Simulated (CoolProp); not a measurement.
A closed Brayton cycle with carbon dioxide: compressor inlet 305.15 K and 7.5 MPa, high pressure 21.8 MPa, turbine inlet 705 K, compressor efficiency 0.89, turbine efficiency 0.9, recuperator effectiveness 0.95 (on enthalpy, no pinch check). Each further row changes one setting.

The numbers come from the reference Helmholtz-energy equation of state, Span 1996 in CoolProp.

```tsv
case	thermal efficiency (%)	net work (kJ/kg)	compressor to turbine work	compressor exit (K)	turbine exit (K)
as stated	33.7	82.5	0.28	363.9	589.4
turbine inlet 655 K	?	72.3	0.31	363.9	543.7
compressor inlet 315.15 K	31.6	66.1	?	?	589.4
high pressure 18.5 MPa	32.5	?	?	354.7	606.8
recuperator effectiveness 0.5	22.8	82.5	0.28	363.9	589.4
```

### Question
Some entries are withheld; supply them.

### Answer

- turbine inlet 655 K, thermal efficiency (%): 31.2
- compressor inlet 315.15 K, compressor to turbine work: 0.43
- compressor inlet 315.15 K, compressor exit (K): 400.6
- high pressure 18.5 MPa, net work (kJ/kg): 73.0
- high pressure 18.5 MPa, compressor to turbine work: 0.26
